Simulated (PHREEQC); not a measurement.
Make-up at 80 °C: 5.2 mmol/kgw MgCl2, 0.37 mmol/kgw CO2 and 5.7 mmol/kgw NaCl. Closed to the air; pH follows from the charge balance.

All values are PHREEQC results (ion-association model, phreeqc.dat), not measurements.

The ionic strength comes out as 0.0213 mol/kgw. What activity coefficients do Na+, H+, Mg+2, HCO3-, Cl- get?

Na+ 0.86, H+ 0.87, Mg+2 0.55, HCO3- 0.86, Cl- 0.85.

Precipitation was switched off in this run. Away from 25 °C the constants follow the database's enthalpies or fits; those with neither stay at their 25 °C values.
